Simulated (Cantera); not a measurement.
A closed system holds: 1 mol V, a varied amount of H2O, 3.2 mol H2, equilibrated at 2550 °C and 0.133 bar.

Method: chemical equilibrium by Gibbs-energy minimisation in Cantera with the NASA 1993 tables (ideal gas, pure condensed phases). Candidate condensed phases: H2O, V, VO, V2O3, V2O4, V2O5; 12 gas species. Each liquid is taken as pure. Mutual solubility and eutectic melting of coexisting phases are not modelled. VO: taken at fixed stoichiometry. Condensed phases not in the tables: N, O or C dissolved in the metal. The numbers say what is thermodynamically allowed, not how fast it happens.

log p: log10 of the partial pressure in bar; n: condensed amount in mol.

| n(H2O) (mol) | log p H2 | log p H2O | log p H | log p VO2 | log p V | log p VO | log p OH | n V(l) | n VO(l) |
|---|---|---|---|---|---|---|---|---|---|
| 0.018 | -1.02 | -4.55 | -1.56 | -5.22 | -1.98 | -3.25 | -5.63 | 0.675 | 0 |
| 0.03 | -1.02 | -4.34 | -1.56 | -4.79 | -1.98 | -3.03 | -5.42 | 0.662 | 0 |
| 0.05 | -1.03 | (withheld) | -1.57 | (withheld) | -1.98 | (withheld) | (withheld) | 0.640 | 0 |
| 0.084 | -1.03 | -3.93 | -1.57 | -3.97 | -1.98 | -2.62 | -5.01 | 0.604 | 0 |
| 0.14 | -1.04 | -3.75 | -1.57 | -3.59 | -1.98 | -2.43 | -4.83 | 0.545 | 0 |
| 0.24 | -1.05 | -3.57 | -1.58 | -3.21 | -1.98 | -2.24 | -4.64 | (withheld) | 0 |
| 0.4 | -1.05 | -3.57 | -1.58 | -3.20 | -1.98 | -2.24 | -4.64 | 0.270 | 0.146 |
| 0.67 | -1.05 | -3.54 | -1.57 | -3.18 | -2.01 | -2.24 | -4.61 | 0 | 0.394 |
| 1.1 | -1.03 | -2.86 | -1.57 | -2.51 | -2.68 | -2.24 | -3.94 | 0 | 0.567 |
| 1.9 | -1.08 | -2.29 | -1.59 | -1.89 | -3.29 | -2.24 | -3.35 | 0 | 0.0427 |
| 3.2 | -1.14 | -1.72 | -1.62 | -1.83 | -4.49 | -2.81 | -2.75 | 0 | 0 |
| 5.4 | -1.24 | -1.43 | -1.67 | -1.92 | -5.38 | -3.30 | -2.40 | 0 | 0 |

Fill in the missing entries.


- 0.24, n V(l): 0.444
- 0.05, log p H2O: -4.13
- 0.05, log p VO2: -4.37
- 0.05, log p VO: -2.83
- 0.05, log p OH: -5.21
